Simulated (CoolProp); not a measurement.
Properties of the fluoroketone C6F12O (FK-5-1-12) along the isotherm 404.7 K.

Model: reference Helmholtz-energy equation of state, McLinden 2015, in CoolProp.

```
p (MPa)   phase       Z  cp (kJ/(kg K))  cv (kJ/(kg K))  isothermal compressibility (1/MPa)
-------  ------  ------  --------------  --------------  ----------------------------------
0.0148      gas  0.9962             ___          0.9361                               67.83
0.0223      gas  0.9942          0.9635          0.9364                               45.10
0.0336      gas  0.9913          0.9643          0.9367                               30.02
0.0507      gas  0.9868          0.9655          0.9373                               19.99
0.0765      gas  0.9800          0.9674          0.9381                               13.34
0.115       gas  0.9697             ___          0.9394                               8.973
0.174       gas  0.9537             ___          0.9414                               6.037
0.263       gas  0.9286          0.9832          0.9446                                 ___
0.396       gas  0.8888          0.9979          0.9498                               2.874
0.598       gas  0.8217             ___          0.9592                                 ___
1.36     liquid  0.1066           1.284          0.9863                             0.02859
2.05     liquid  0.1578           1.257          0.9834                             0.02303
3.1      liquid  0.2336           1.230          0.9802                             0.01796
4.67     liquid  0.3434           1.206          0.9768                             0.01367
```

Task: What belongs in the gaps?

Result: 
- 0.0148, cp (kJ/(kg K)): 0.9630
- 0.115, cp (kJ/(kg K)): 0.9703
- 0.174, cp (kJ/(kg K)): 0.9751
- 0.263, isothermal compressibility (1/MPa): 4.113
- 0.598, cp (kJ/(kg K)): 1.030
- 0.598, isothermal compressibility (1/MPa): 2.109
